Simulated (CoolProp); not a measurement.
Vapour-liquid equilibrium of R125 (1) + R134a (2) at 229.9 K; x and y are mole fractions of (1).

Values from CoolProp's multi-fluid Helmholtz-energy mixture model, Lemmon 2005 and Tillner-Roth 1994; pair parameters Lemmon 2004.

```tsv
x	bubble pressure (kPa)	y at the bubble point	dew pressure at overall composition x (kPa)	liquid density (mol/L)
0.05	47.53	0.137	44.59	13.91
0.125	54.17	0.299	47.10	?
0.2	60.74	0.426	49.90	13.67
0.275	67.23	0.527	53.06	13.56
0.35	73.65	0.610	56.63	?
0.425	?	0.680	60.69	13.32
0.5	86.29	0.740	65.37	13.21
0.575	92.54	0.792	70.78	13.10
0.65	98.75	0.838	77.12	?
0.725	104.9	0.879	84.61	12.87
0.8	111.1	0.916	93.55	12.76
0.875	117.3	0.949	104.3	12.65
0.95	123.6	0.981	117.4	12.54
```

Task: Some entries are withheld; supply them.

Result: 
- 0.125, liquid density (mol/L): 13.79
- 0.35, liquid density (mol/L): 13.44
- 0.425, bubble pressure (kPa): 80.00
- 0.65, liquid density (mol/L): 12.98

No azeotrope shows between x = 0.05 and 0.95.

The pair parameters rest on a limited set of measurements; away from them the model extrapolates.
